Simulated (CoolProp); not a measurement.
The numbers come from the reference Helmholtz-energy equation of state, Platzer 1990 in CoolProp. This equation is an older, rougher fit.

Question: For CF4 (R14), give the phase and the cp (kJ/(kg K)) at -65.15 °C and 833 kPa; -44.35 °C and 833 kPa; 143.45 °C and 833 kPa.

Answer: 
- -65.15 °C and 833 kPa: gas; cp 0.618
- -44.35 °C and 833 kPa: gas; cp 0.630
- 143.45 °C and 833 kPa: gas; cp 0.848
